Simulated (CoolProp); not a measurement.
Values from CoolProp's reference Helmholtz-energy equation of state, de Reuck 1993.

Task: For methanol, give the phase and the speed of sound (m/s), viscosity (µPa s) at 593.7 K and 0.0164 MPa; 364.9 K and 2.04 MPa.

Result: 
- 593.7 K and 0.0164 MPa: gas; speed of sound 419, viscosity 19.6
- 364.9 K and 2.04 MPa: liquid; speed of sound 908, viscosity 246

Viscosity comes from a separate model (Xiang 2006).
